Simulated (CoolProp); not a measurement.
Vapour-liquid equilibrium of n-hexane (1) + ethylbenzene (2) at 420.3 K; x and y are mole fractions of (1).

Computed with CoolProp (multi-fluid Helmholtz-energy mixture model, Thol 2019 and Zhou 2012; pair parameters Bell 2016).

| x | bubble pressure (MPa) | y at the bubble point | dew pressure at overall composition x (MPa) | liquid density (mol/L) |
|---|---|---|---|---|
| 0.05 | 0.1705 | 0.237 | 0.1411 | 7.019 |
| 0.125 | 0.2210 | 0.444 | 0.1517 | 6.959 |
| 0.2 | 0.2683 | 0.570 | 0.1639 | 6.897 |
| 0.275 | 0.3131 | 0.656 | 0.1781 | 6.833 |
| 0.35 | 0.3558 | 0.720 | 0.1950 | 6.768 |
| 0.425 | 0.3970 | 0.770 | 0.2152 | 6.700 |
| 0.5 | 0.4372 | 0.811 | 0.2400 | 6.630 |
| 0.575 | 0.4769 | 0.847 | 0.2706 | 6.557 |
| 0.65 | 0.5164 | 0.878 | 0.3095 | 6.481 |
| 0.725 | 0.5563 | 0.906 | 0.3598 | 6.403 |
| 0.8 | 0.5969 | 0.933 | 0.4258 | 6.321 |
| 0.875 | 0.6387 | 0.959 | 0.5127 | 6.236 |
| 0.95 | 0.6821 | 0.984 | 0.6243 | 6.147 |

No azeotrope shows between x = 0.05 and 0.95.

Pair parameters are fitted to limited data, so mixtures are less certain than the pure fluids.
